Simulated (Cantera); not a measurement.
Charge: 1 mol TiO2, 70 mol HCl, equilibrated at 1000 K and 0.133 bar.

Method: chemical equilibrium by Gibbs-energy minimisation in Cantera with the NASA 1993 tables (ideal gas, pure condensed phases). Candidate condensed phases: H2O, Ti, TiCl2, TiCl3, TiCl4, TiO, TiO2, Ti2O3, Ti3O5, Ti4O7; 23 gas species. Condensed phases not in the tables: TiOCl. Kinetics and transport are ignored.

Base state: HCl 0.996, H2O 0.00254, TiCl4 0.00127 (mole fractions); condensed: TiO2(rutile).

Question: What changes in the equilibrium state with this change: pressure from 0.133 bar to 2.10 mbar?

Answer: 
```csv
species,before,after
HCl,0.996,0.999
H2O,0.00254,0.000640
TiCl4,0.00127,0.000320
Cl,2.35e-6,1.45e-5
H2,6.03e-6,1.01e-5
"TiO2(rutile), mol",0.911,0.978
```
